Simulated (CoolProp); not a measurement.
Dimethyl carbonate at several states: Z from the reference equation and from simpler models built on Tc = 557.0 K, pc = 4.909 MPa, ω = 0.346; each cubic takes its own stable root.

The numbers come from the reference Helmholtz-energy equation of state, Zhou 2011 in CoolProp.

```csv
T (K),p (MPa),phase,reference,van der Waals,Redlich-Kwong,Soave-Redlich-Kwong
393.5,0.224,gas,?,?,?,0.9509
417.4,0.0369,gas,0.9935,0.9956,0.9942,0.9935
558.2,0.0422,gas,0.9971,0.9975,0.9971,0.9971
347.4,0.176,liquid,0.005508,0.9673,0.006460,0.006170
552.4,10.9,liquid,0.3188,0.4647,0.3734,0.3716
365.1,16.3,liquid,0.4866,0.7959,0.5592,0.5404
```

**Question.** Complete the blanks.

**Answer.** 
- 393.5, reference: 0.9497
- 393.5, van der Waals: 0.9686
- 393.5, Redlich-Kwong: 0.9576

At some of these states van der Waals gives the other phase, because its saturation line lies elsewhere.
